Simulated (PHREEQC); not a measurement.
Solution (25 °C): 0.038 mol H2SO4 and 2.2e-05 mol Na2SeO3 per kg of water. Closed to the air; pH follows from the charge balance.

Equilibrium calculation in PHREEQC: ion-association model, wateq4f.dat.

The ionic strength comes out as 0.0617 mol/kgw. What activity coefficients do SO4-2, Na+, HSeO3-, NaSO4-, H+ get?

SO4-2 0.43, Na+ 0.81, HSeO3- 0.81, NaSO4- 0.82, H+ 0.85.

No solid was allowed to form.
